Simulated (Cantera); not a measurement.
Standard-state values (1 bar) from the NASA 1993 polynomials, evaluated with Cantera. Values are per mole of reaction as written; species without (g) are pure solids or liquids, kept so even where they would boil at 1 bar.

10 OH(g) + 4 Ta → 5 H₂(g) + 2 Ta₂O₅, with ΔH° = -4485.4 kJ and ΔS° = -1063.4 J/K at 300 K.

Question: How far is the shortcut ΔG° ≈ ΔH°(300 K) − T·ΔS°(300 K) from the full temperature-dependent value at 1125, 1225, 1325, 1425, 1525 K?

Answer: 
```
T (K)  shortcut (kJ)  full (kJ)  difference (kJ)  difference in log10 K
-----  -------------  ---------  ---------------  ---------------------
1125         -3289.1    -3325.6             36.5                  -1.69
1225         -3182.7    -3228.4             45.7                  -1.95
1325         -3076.4    -3132.1             55.7                  -2.20
1425         -2970.1    -3036.5             66.4                  -2.44
1525         -2863.7    -2941.6             77.9                  -2.67
```
The shortcut ignores the heat-capacity change of the reaction.
